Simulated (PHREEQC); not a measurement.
A column of 0.2 m (40 cells, dispersivity 0.01 m, 300 s a shift, diffusion coefficient 3e-10 m²/s) holds 0.072 eq of the database's cation exchanger X per kg of pore water, first in equilibrium with 0.033 mol SrCl2 and 1e-05 mol HCl per kg of water. It is flushed with 0.0075 mol KBr, 0.0025 mol BaCl2, 0.07 mol MgCl2 and 1e-05 mol HCl per kg of water, at 40 °C. Values are for the last cell. The system is closed to CO2. No solid was allowed to form.

Base run: PHREEQC, ion-association model, phreeqc.dat. Each further column changes one thing. The table gives Mg in solution (mol/kgw).

```json
[
 {"pore volumes": "0", "base": "0", "exchange capacity from 0.072 to 0.036 eq/kgw": "0", "dispersivity from 0.01 to 0.02 m": "0"},
 {"pore volumes": "0.2125", "base": "1.62e-14", "exchange capacity from 0.072 to 0.036 eq/kgw": "2.93e-12", "dispersivity from 0.01 to 0.02 m": "1.04e-8"},
 {"pore volumes": "0.5125", "base": "3.09e-5", "exchange capacity from 0.072 to 0.036 eq/kgw": "0.000205", "dispersivity from 0.01 to 0.02 m": "0.000687"},
 {"pore volumes": "0.8125", "base": "0.00410", "exchange capacity from 0.072 to 0.036 eq/kgw": "0.00918", "dispersivity from 0.01 to 0.02 m": "0.00978"},
 {"pore volumes": "1.012", "base": "0.0146", "exchange capacity from 0.072 to 0.036 eq/kgw": "0.0243", "dispersivity from 0.01 to 0.02 m": "0.0207"},
 {"pore volumes": "1.212", "base": "0.0280", "exchange capacity from 0.072 to 0.036 eq/kgw": "0.0397", "dispersivity from 0.01 to 0.02 m": "0.0317"},
 {"pore volumes": "1.512", "base": "0.0448", "exchange capacity from 0.072 to 0.036 eq/kgw": "0.0556", "dispersivity from 0.01 to 0.02 m": "0.0450"},
 {"pore volumes": "1.812", "base": "0.0554", "exchange capacity from 0.072 to 0.036 eq/kgw": "0.0636", "dispersivity from 0.01 to 0.02 m": "0.0539"},
 {"pore volumes": "2.013", "base": "0.0599", "exchange capacity from 0.072 to 0.036 eq/kgw": "0.0663", "dispersivity from 0.01 to 0.02 m": "0.0580"},
 {"pore volumes": "2.212", "base": "0.0631", "exchange capacity from 0.072 to 0.036 eq/kgw": "0.0679", "dispersivity from 0.01 to 0.02 m": "0.0611"},
 {"pore volumes": "2.513", "base": "0.0661", "exchange capacity from 0.072 to 0.036 eq/kgw": "0.0692", "dispersivity from 0.01 to 0.02 m": "0.0642"},
 {"pore volumes": "2.812", "base": "0.0679", "exchange capacity from 0.072 to 0.036 eq/kgw": "0.0697", "dispersivity from 0.01 to 0.02 m": "0.0663"},
 {"pore volumes": "3.013", "base": "0.0686", "exchange capacity from 0.072 to 0.036 eq/kgw": "0.0698", "dispersivity from 0.01 to 0.02 m": "0.0672"}
]
```

Away from 25 °C the constants follow the database's enthalpies or fits; those with neither stay at their 25 °C values.
